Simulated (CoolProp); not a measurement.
Properties of methane along the isotherm -57.15 °C (Tc = -82.6 °C, pc = 4599 kPa, ω = 0.011).

Values from CoolProp's reference Helmholtz-energy equation of state, Setzmann 1991.

```csv
p (kPa),phase,density (kg/m³),speed of sound (m/s),viscosity (µPa s),conductivity (mW/(m K)),fugacity coefficient
256,gas,2.317,382.9,8.45,23.8,0.9873
511,gas,4.686,380.2,8.48,24.1,0.9746
767,gas,…,377.5,8.52,24.3,0.9621
1020,gas,9.615,…,…,24.6,0.9497
1280,gas,12.25,372.0,8.60,24.9,…
1530,gas,14.85,369.3,8.65,25.2,…
1790,gas,17.65,366.5,8.71,25.6,0.9124
2040,gas,20.44,363.8,…,25.9,0.9004
2300,gas,23.43,360.9,8.84,…,…
```

Task: Some entries are withheld; supply them.

Result: 
- 767, density (kg/m³): 7.130
- 1020, speed of sound (m/s): 374.8
- 1020, viscosity (µPa s): 8.56
- 1280, fugacity coefficient: 0.9370
- 1530, fugacity coefficient: 0.9249
- 2040, viscosity (µPa s): 8.77
- 2300, conductivity (mW/(m K)): 26.3
- 2300, fugacity coefficient: 0.8880

Viscosity comes from a separate model (Quiñones-Cisneros 2006). Thermal conductivity comes from a separate model (Friend 1989).
